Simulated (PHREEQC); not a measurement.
Dissolve 100 mmol/kgw CaCl2, 0.05 mmol/kgw Sr(OH)2 and 0.24 mmol/kgw H2SO4 at 74 °C. Closed to the air; pH follows from the charge balance.

Equilibrium calculation in PHREEQC: ion-association model, phreeqc.dat.

No solid was allowed to form.

Predict the pH, density, specific conductance.

pH 3.54; density 0.984 g/cm³; specific conductance 41500 µS/cm.

In which forms is S present?

CaSO4 55 %, SO4-2 43 %, HSO4- 1.3 % of the S.

Constants without temperature data keep their 25 °C values here.
